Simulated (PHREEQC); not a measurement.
2.7 g of hydrous ferric oxide (600 m²/g; 0.2 weak and 0.005 strong sites per Fe, Dzombak-Morel constants, diffuse double layer) in 1 kg of water with 0.001 mol/kgw of an inert sodium salt, at 25 °C; the pH is set by adding NaOH or the inert anion's acid. Oxygen is held at 0.21 atm. CO2 from the air is kept out. No solid was allowed to form.

All values are PHREEQC results (ion-association model, wateq4f.dat), not measurements.

Q: Predict surface charge σ (C/m²), surface potential ψ (mV) at pH = 5.5, 7.

A: 
```json
[
 {"pH": "5.5", "surface charge σ (C/m²)": "0.035", "surface potential ψ (mV)": "144"},
 {"pH": "7", "surface charge σ (C/m²)": "0.006", "surface potential ψ (mV)": "64"}
]
```
